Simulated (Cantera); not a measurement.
# Ignition delay

Mixture: 10.2 % CH4, 0.439 % CO, 18.8 % O2, 70.6 % N2, at 35000 Pa, adiabatic and at constant pressure. Ignition delay is the time to a rise of 400 K.

Cantera simulation using GRI-Mech 3.0 (53 species, 325 reactions); the numbers are that mechanism's predictions, not measurements.

```tsv
T0 (K)	delay (ms)
1125	378
1175	169
1225	79.2
1275	38.8
1325	19.8
1375	10.6
1425	5.93
1475	3.49
1525	2.16
1575	1.40
```

The apparent activation energy between 1475 and 1575 K is 180 kJ/mol.
